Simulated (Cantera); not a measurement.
An adiabatic, constant-volume homogeneous reactor starts with H2 : O2 : N2 : NO = 1 : 0.943 : 10.4 : 0.015 (molar parts), at 1650 K and 3.75 atm. Integrator tolerance rtol = 1e-08.

Cantera simulation using GRI-Mech 3.0 (53 species, 325 reactions); the numbers are that mechanism's predictions, not measurements. The hydrogen kinetics of GRI-Mech 3.0 are dated; newer H2 mechanisms differ, most at raised pressure.

```tsv
quantity	before	after
time of steepest temperature rise	5.61 µs	5.62 µs
temperature at 3.00 s	2316 K	2196 K
equilibrium temperature	2316 K	2196 K
x(H2) at 3.00 s	0.000453 (gas-phase equilibrium 0.000453)	0.000255 (gas-phase equilibrium 0.000255)
x(O2) at 3.00 s	0.0338 (gas-phase equilibrium 0.0338)	0.0348 (gas-phase equilibrium 0.0348)
x(NO) at 3.00 s	0.00688 (gas-phase equilibrium 0.00688)	0.00538 (gas-phase equilibrium 0.00538)
x(OH) at 3.00 s	0.00298 (gas-phase equilibrium 0.00298)	0.00204 (gas-phase equilibrium 0.00204)
x(NO2) at 3.00 s	6.82e-6 (gas-phase equilibrium 6.82e-6)	5.46e-6 (gas-phase equilibrium 5.46e-6)
x(N2O) at 3.00 s	9.10e-7 (gas-phase equilibrium 9.10e-7)	6.14e-7 (gas-phase equilibrium 6.14e-7)
```

Question: Which change was made?
(A) initial temperature 1650 to 1723 K
(B) initial temperature 1650 to 1225 K
(C) initial temperature 1650 to 1350 K
(D) constant pressure in place of constant volume

Answer: D, constant pressure in place of constant volume
